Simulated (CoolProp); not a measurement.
Vapour-liquid equilibrium of R143a (1) + n-butane (2) at 0.119 MPa; x and y are mole fractions of (1).

The numbers come from the multi-fluid Helmholtz-energy mixture model, Lemmon and Jacobsen 2000 and Bücker 2006; pair parameters Bell 2016 in CoolProp.

Question: Give the bubble temperature and the first vapour's composition at x = 0.5, 0.65, 0.875. Is there an azeotrope?

Answer: x = 0.5: 233.0 K, y = 0.884; x = 0.65: 232.2 K, y = 0.896; x = 0.875: 230.4 K, y = 0.940. No azeotrope shows between x = 0.05 and 0.95.

The pair parameters rest on a limited set of measurements; away from them the model extrapolates. With so large a gap from Raoult's law the liquid may split in two, which this calculation doesn't test in full.
